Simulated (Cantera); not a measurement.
## Low-pressure radical oxidation in H2/O2

An isothermal, constant-pressure homogeneous reactor starts with 8.34 % H₂, 91.7 % O₂, at 1200 K and 0.0263 atm.

Computed with Cantera and GRI-Mech 3.0 (53 species, 325 reactions). Radical loss at walls, strong at low pressure, is not modelled. The temperature is held fixed by assumption; the heat of reaction is taken as removed at once.

```csv
t (s),x H₂,x O₂,x HO₂,x H₂O₂,x H
3.00e-6,0.0834,0.917,4.21e-10,<1e-12,3.96e-10
9.53e-6,0.0834,0.917,1.34e-9,<1e-12,1.13e-9
3.02e-5,0.0834,0.917,4.26e-9,<1e-12,3.20e-9
9.60e-5,0.0834,0.917,1.36e-8,8.75e-12,1.57e-8
0.000305,0.0834,0.917,5.30e-8,9.39e-11,8.84e-7
0.000968,0.0205,0.875,1.02e-5,7.31e-7,0.0198
0.00307,0.00167,0.873,9.86e-6,2.87e-7,0.0113
0.00976,0.000689,0.898,8.07e-6,2.95e-7,0.00276
0.0310,0.000116,0.910,3.80e-6,2.02e-7,0.000184
0.0984,1.32e-5,0.913,9.20e-7,8.28e-8,7.31e-6
0.312,1.80e-6,0.913,1.80e-7,2.67e-8,3.83e-7
0.992,3.32e-7,0.913,4.07e-8,8.16e-9,3.12e-8
3.15,7.65e-8,0.913,1.41e-8,2.51e-9,3.53e-9
10.0,2.11e-8,0.913,1.12e-8,8.20e-10,5.18e-10
```
x: mole fraction; the columns are a selection and need not sum to one.

Equilibrium at this temperature and pressure: H₂ 7.14e-9, O₂ 0.913, HO₂ 1.52e-8, H₂O₂ 3.25e-10, H 1.03e-10 (gas phase only).
